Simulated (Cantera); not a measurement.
# Low-pressure radical oxidation in H2/O2

An isothermal, constant-pressure homogeneous reactor starts with H2 : O2 : N2 = 0.087 : 1 : 0.11 (molar parts), at 950 K and 0.00520 bar.

Detailed kinetics in Cantera: GRI-Mech 3.0 (53 species, 325 reactions). Radical loss at walls, strong at low pressure, is not modelled. The temperature is held fixed by assumption; the heat of reaction is taken as removed at once.

| t (s) | x H2 | x O2 | x NO2 | x H2O | x H | x OH |
|---|---|---|---|---|---|---|
| 1.00e-5 | 0.0727 | 0.835 | <1e-12 | <1e-12 | <1e-12 | <1e-12 |
| 2.55e-5 | 0.0727 | 0.835 | <1e-12 | <1e-12 | 1.36e-12 | <1e-12 |
| 6.52e-5 | 0.0727 | 0.835 | <1e-12 | <1e-12 | 3.37e-12 | <1e-12 |
| 0.000166 | 0.0727 | 0.835 | <1e-12 | <1e-12 | 8.17e-12 | <1e-12 |
| 0.000425 | 0.0727 | 0.835 | <1e-12 | 3.87e-12 | 2.00e-11 | 4.52e-12 |
| 0.00108 | 0.0727 | 0.835 | <1e-12 | 4.37e-11 | 6.09e-11 | 2.01e-11 |
| 0.00277 | 0.0727 | 0.835 | <1e-12 | 6.89e-10 | 4.29e-10 | 1.65e-10 |
| 0.00707 | 0.0727 | 0.835 | <1e-12 | 7.70e-8 | 3.85e-8 | 1.52e-8 |
| 0.0181 | 0.0657 | 0.831 | <1e-12 | 0.00517 | 0.00274 | 0.000850 |
| 0.0461 | 0.00174 | 0.805 | <1e-12 | 0.0636 | 0.0151 | 0.00161 |
| 0.118 | 0.000621 | 0.821 | 1.39e-12 | 0.0722 | 0.00324 | 0.000914 |
| 0.300 | 0.000114 | 0.828 | 8.05e-12 | 0.0749 | 0.000241 | 0.000362 |
| 0.767 | 1.53e-5 | 0.829 | 4.03e-11 | 0.0753 | 1.21e-5 | 0.000131 |
| 1.96 | 2.17e-6 | 0.829 | 1.04e-10 | 0.0754 | 7.24e-7 | 5.15e-5 |
| 5.00 | 3.83e-7 | 0.829 | 1.51e-10 | 0.0754 | 6.21e-8 | 2.28e-5 |
x: mole fraction; the columns are a selection and need not sum to one.

Equilibrium at this temperature and pressure: H2 2.11e-11, O2 0.829, NO2 1.35e-7, H2O 0.0754, H <1e-12, OH 1.88e-7 (gas phase only).
